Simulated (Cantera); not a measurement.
## Thermodynamics of carbothermic reduction, feed Cu₂O + C + H₂

A closed system holds: 1 mol Cu₂O, 0.84 mol C, 3.4 mol H₂, at 1 atm.

Equilibrium computed with Cantera from the NASA thermochemical tables; the gas is ideal and each condensed phase is pure. Candidate condensed phases: C, C₆H₆, C₇H₈, C₈H₁₈, Cu, CuO, Cu(OH)₂, Cu₂O, H₂O; 113 gas species. Equilibrium is a limit: real reactors are often held back by kinetics, nucleation or transport.

```csv
T (°C),log p H₂,log p CO,log p H₂O,log p CH₄,log p CO₂,log p Cu,log p H,n Cu(s),n Cu(l)
775,-0.12,-0.75,-1.34,-1.73,-1.90,-10.01,-8.17,2.00,0
850,-0.11,-0.72,-1.45,-2.32,-2.10,-8.90,-7.43,2.00,0
925,-0.11,-0.71,-1.48,-2.93,-2.22,-7.93,-6.78,2.00,0
1000,-0.11,-0.71,-1.48,-3.51,-2.29,-7.08,-6.20,2.00,0
1075,-0.11,-0.71,-1.47,-4.03,-2.36,-6.33,-5.69,2.00,0
1150,-0.11,-0.71,-1.46,-4.50,-2.42,-5.68,-5.23,0,2.00
1225,-0.11,-0.70,-1.46,-4.92,-2.47,-5.10,-4.82,0,2.00
1300,-0.11,-0.70,-1.45,-5.30,-2.51,-4.58,-4.45,0,2.00
1375,-0.11,-0.70,-1.45,-5.64,-2.55,-4.10,-4.11,0,2.00
1450,-0.11,-0.70,-1.45,-5.95,-2.59,-3.67,-3.79,0,2.00
1525,-0.11,-0.70,-1.45,-6.24,-2.62,-3.28,-3.51,0,2.00
1600,-0.11,-0.70,-1.44,-6.50,-2.65,-2.91,-3.25,0,1.99
1675,-0.11,-0.70,-1.44,-6.74,-2.68,-2.58,-3.00,0,1.99
```
log p: log10 of the partial pressure in bar; n: condensed amount in mol.

From 775 °C to 1075 °C the condensed part is Cu(s). From 1150 °C to 1675 °C the condensed part is Cu(l).
